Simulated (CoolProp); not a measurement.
Saturated liquid density (kg/m³) of chlorine: the reference equation beside estimates from Tc = 416.9 K, pc = 7642 kPa, ω = 0.070. Rackett uses Z = 0.29056 − 0.08775 ω.

Model: reference Helmholtz-energy equation of state, Thol 2021, in CoolProp.

```csv
T (K),reference,Rackett,van der Waals,Redlich-Kwong,Soave-Redlich-Kwong,Peng-Robinson
294.7,1403,1332,887.0,1284,1288,1459
298.2,1393,1323,880.3,1272,1277,1446
301.6,1382,1313,873.7,1260,1265,1433
305.1,1371,1303,866.8,1248,1253,1420
308.6,1360,1293,859.8,1236,1241,1407
312,1349,1283,852.8,1223,1229,1393
315.5,1337,1273,845.6,1210,1217,1379
318.9,1326,1262,838.4,1197,1204,1365
322.4,1314,1251,830.8,1184,1191,1350
325.8,1302,1241,823.3,1170,1178,1335
329.3,1290,1230,815.4,1156,1164,1320
332.7,1278,1218,807.6,1142,1150,1304
```

Absolute difference from the reference over all 12 rows, mean and median: Rackett 4.9 and 4.9 %, van der Waals 36.8 and 36.8 %, Redlich-Kwong 9.5 and 9.4 %, Soave-Redlich-Kwong 9.0 and 8.9 %, Peng-Robinson 3.1 and 3.2 %.
